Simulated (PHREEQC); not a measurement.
Solution (25 °C): 0.0012 mol CaSO4, 0.00015 mol MnSO4 and 0.0011 mol MgSO4 per kg of water. Closed to the air; pH follows from the charge balance.

The numbers come from PHREEQC with the ion-association model, wateq4f.dat.

| Item | Value |
|---|---|
| pH | 6.94 |
| ionic strength | 0.00811 mol/kgw |

```tsv
species	molality	activity	log γ
SO4-2	0.00203	0.00140	-0.160
Ca+2	0.00101	0.000697	-0.159
Mg+2	0.000895	0.000624	-0.156
MgSO4	0.000205	0.000205	0.001
CaSO4	0.000195	0.000195	0.001
Mn+2	0.000128	8.92e-5	-0.156
MnSO4	2.22e-5	2.22e-5	0.001
H+	1.24e-7	1.14e-7	-0.036
OH-	9.65e-8	8.77e-8	-0.042
MnOH+	2.20e-8	2.01e-8	-0.040
MgOH+	2.17e-8	1.99e-8	-0.039
```

Precipitation was switched off in this run.
